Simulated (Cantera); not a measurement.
**Formation from one mole of S₂**

Standard-state values (1 bar) from the NASA 1993 polynomials, evaluated with Cantera. Values are per mole of reaction as written; species without (g) are pure solids or liquids, kept so even where they would boil at 1 bar.

1.5 Ni + S₂(g) = 0.5 Ni₃S₄

```tsv
T (K)	ΔH° (kJ)	ΔS° (J/K)	ΔG° (kJ)	log10 K
300	-278.9	-179.8	-225.0	39.18
423	-277.5	-175.8	-203.1	25.08
448	-277.1	-175.0	-198.8	23.17
473	-276.8	-174.2	-194.4	21.47
498	-276.4	-173.4	-190.0	19.93
523	-276.0	-172.6	-185.7	18.55
548	-275.6	-171.8	-181.4	17.29
573	-275.1	-171.1	-177.1	16.15
598	-274.8	-170.4	-172.9	15.10
```

2 Ca + S₂(g) = 2 CaS

| T (K) | ΔH° (kJ) | ΔS° (J/K) | ΔG° (kJ) | log10 K |
|---|---|---|---|---|
| 300 | -1074.8 | -200.1 | -1014.8 | 176.69 |
| 423 | -1073.5 | -196.5 | -990.4 | 122.30 |
| 448 | -1073.3 | -195.9 | -985.5 | 114.90 |
| 473 | -1073.1 | -195.4 | -980.6 | 108.29 |
| 498 | -1072.8 | -195.0 | -975.7 | 102.34 |
| 523 | -1072.6 | -194.6 | -970.9 | 96.96 |
| 548 | -1072.4 | -194.2 | -966.0 | 92.08 |
| 573 | -1072.2 | -193.9 | -961.2 | 87.62 |
| 598 | -1072.1 | -193.6 | -956.3 | 83.53 |

2 H₂(g) + S₂(g) = 2 H₂S(g)

| T (K) | ΔH° (kJ) | ΔS° (J/K) | ΔG° (kJ) | log10 K |
|---|---|---|---|---|
| 300 | -169.4 | -78.3 | -146.0 | 25.41 |
| 423 | -172.1 | -85.7 | -135.9 | 16.78 |
| 448 | -172.6 | -86.9 | -133.7 | 15.59 |
| 473 | -173.1 | -88.0 | -131.5 | 14.52 |
| 498 | -173.6 | -89.0 | -129.3 | 13.56 |
| 523 | -174.1 | -90.0 | -127.1 | 12.69 |
| 548 | -174.6 | -90.8 | -124.8 | 11.90 |
| 573 | -175.0 | -91.6 | -122.5 | 11.17 |
| 598 | -175.4 | -92.3 | -120.2 | 10.50 |

4 Na + S₂(g) = 2 Na₂S

```tsv
T (K)	ΔH° (kJ)	ΔS° (J/K)	ΔG° (kJ)	log10 K	condensed phases
300	-860.6	-240.9	-788.3	137.25	Na(s), Na₂S(s)
423	-869.5	-264.6	-757.5	93.54	Na(l), Na₂S(s)
448	-869.2	-264.0	-750.9	87.55	Na(l), Na₂S(s)
473	-868.9	-263.4	-744.3	82.20	Na(l), Na₂S(s)
498	-868.6	-262.7	-737.8	77.38	Na(l), Na₂S(s)
523	-868.2	-262.0	-731.2	73.03	Na(l), Na₂S(s)
548	-867.8	-261.2	-724.7	69.07	Na(l), Na₂S(s)
573	-867.4	-260.5	-718.1	65.46	Na(l), Na₂S(s)
598	-866.9	-259.7	-711.6	62.16	Na(l), Na₂S(s)
```
